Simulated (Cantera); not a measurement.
A closed system holds: 1 mol TEOS, 0.19 mol H₂O, held at 1.70 mbar.

Equilibrium computed with Cantera from the NASA thermochemical tables; the gas is ideal and each condensed phase is pure. Candidate condensed phases: C, C₆H₆, C₇H₈, C₈H₁₈, H₂O, Si, SiC, SiO₂; 123 gas species. The feed counts by its element totals alone. Mutual solubility and eutectic melting of coexisting phases are not modelled. The tables hold silica as quartz up to 1696 K and as liquid above; real silica turns to tridymite and cristobalite and melts near 1996 K. Gases not in the tables: Si₂H₆ and higher silanes. Equilibrium is a limit: real reactors are often held back by kinetics, nucleation or transport.

Problem. Which condensed phases are stable at each of these points (T (K)): 873, 973, 1073, 1173, 1273, 1373, 1473, 1573, 1673, 1773, 1873, 1973, 2073, 2173?

Solution. 
| T (K) | condensed phases | Si condensed (%) |
|---|---|---|
| 873 | C(graphite) + SiO₂(β-quartz) | 100.0 |
| 973 | C(graphite) + SiO₂(β-quartz) | 100.0 |
| 1073 | C(graphite) + SiO₂(β-quartz) | 100.0 |
| 1173 | C(graphite) + SiO₂(β-quartz) | 100.0 |
| 1273 | C(graphite) + SiC(s) + SiO₂(β-quartz) | 99.9 |
| 1373 | C(graphite) + SiC(s) | 99.5 |
| 1473 | C(graphite) + SiC(s) | 99.3 |
| 1573 | C(graphite) + SiC(s) | 98.9 |
| 1673 | C(graphite) + SiC(s) | 98.4 |
| 1773 | C(graphite) + SiC(s) | 97.8 |
| 1873 | C(graphite) + SiC(s) | 96.9 |
| 1973 | C(graphite) + SiC(s) | 94.9 |
| 2073 | C(graphite) + SiC(s) | 88.3 |
| 2173 | C(graphite) + SiC(s) | 63.8 |

From 873 K to 1173 K the condensed part is C(graphite) + SiO₂(β-quartz). At 1273 K the condensed part is C(graphite) + SiC(s) + SiO₂(β-quartz). From 1373 K to 2173 K the condensed part is C(graphite) + SiC(s).
